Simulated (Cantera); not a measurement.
A closed system holds: 1 mol Fe₂O₃, 0.22 mol H₂S, 33 mol N₂, held at 1148 K.

Method: chemical equilibrium by Gibbs-energy minimisation in Cantera with the NASA 1993 tables (ideal gas, pure condensed phases). Candidate condensed phases: Fe, FeO, Fe(OH)₂, Fe(OH)₃, FeS, FeSO₄, FeS₂, Fe₂O₃, Fe₂(SO₄)₃, Fe₃O₄, H₂O, H₂SO₄, S; 38 gas species. Mutual solubility and eutectic melting of coexisting phases are not modelled. The tables' stoichiometric FeO is somewhat more stable than real wüstite, so its field is too wide. FeO, FeS: taken at fixed stoichiometry. Gases not in the tables: S₃ to S₇. The numbers say what is thermodynamically allowed, not how fast it happens.

x: gas mole fraction; n: condensed amount in mol.

```json
[
 {"P (Pa)": "1000", "x N₂": "0.987", "x H₂O": "0.00627", "x SO₂": "0.00593", "x S₂": "0.000305", "x H₂": "0.000291", "x H₂S": "1.71e-5", "x S₂O": "3.09e-6", "n FeO(s)": "0.821", "n Fe₃O₄(s)": "0.393", "n FeS(s)": "0"},
 {"P (Pa)": "4600", "x N₂": "0.988", "x H₂O": "0.00623", "x SO₂": "0.00472", "x S₂": "0.000888", "x H₂": "0.000289", "x H₂S": "6.21e-5", "x S₂O": "8.98e-6", "n FeO(s)": "0.572", "n Fe₃O₄(s)": "0.476", "n FeS(s)": "0"},
 {"P (Pa)": "21000", "x N₂": "0.990", "x H₂O": "0.00629", "x SO₂": "0.00320", "x S₂": "0.000626", "x H₂": "___", "x H₂S": "8.55e-5", "x S₂O": "8.33e-6", "n FeO(s)": "0", "n Fe₃O₄(s)": "0.644", "n FeS(s)": "0.0678"},
 {"P (Pa)": "96000", "x N₂": "0.990", "x H₂O": "0.00636", "x SO₂": "0.00330", "x S₂": "0.000473", "x H₂": "___", "x H₂S": "0.000101", "x S₂O": "1.00e-5", "n FeO(s)": "0", "n Fe₃O₄(s)": "0.642", "n FeS(s)": "0.0743"},
 {"P (Pa)": "440000", "x N₂": "0.990", "x H₂O": "0.00639", "x SO₂": "0.00337", "x S₂": "0.000355", "x H₂": "___", "x H₂S": "0.000118", "x S₂O": "1.20e-5", "n FeO(s)": "0", "n Fe₃O₄(s)": "0.640", "n FeS(s)": "0.0789"},
 {"P (Pa)": "2000000", "x N₂": "0.990", "x H₂O": "0.00640", "x SO₂": "0.00343", "x S₂": "0.000266", "x H₂": "___", "x H₂S": "0.000138", "x S₂O": "1.42e-5", "n FeO(s)": "0", "n Fe₃O₄(s)": "0.639", "n FeS(s)": "0.0822"}
]
```

Q: Complete the blanks.

A: 
- 21000, x H₂: 0.000222
- 96000, x H₂: 0.000141
- 440000, x H₂: 8.91e-5
- 2000000, x H₂: 5.64e-5
